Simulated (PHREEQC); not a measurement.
Solution (25 °C): 2.1 mmol/kgw Pb(NO3)2, 27 mmol/kgw HNO3 and 160 mmol/kgw Zn(NO3)2. It is in equilibrium with CO2 at log p = -3.4 (atm). Otherwise closed; pH follows from the charge balance.

Model: ion-association model, wateq4f.dat, run in PHREEQC.

Problem. The ionic strength comes out as 0.511 mol/kgw. What activity coefficients do Zn+2, PbNO3+, NO3-, Pb+2, H+ get?

Solution. Zn+2 0.25, PbNO3+ 0.73, NO3- 0.61, Pb+2 0.29, H+ 0.76.

This is a speciation only: nothing precipitates in the calculation. Species that the database lacks are ignored.
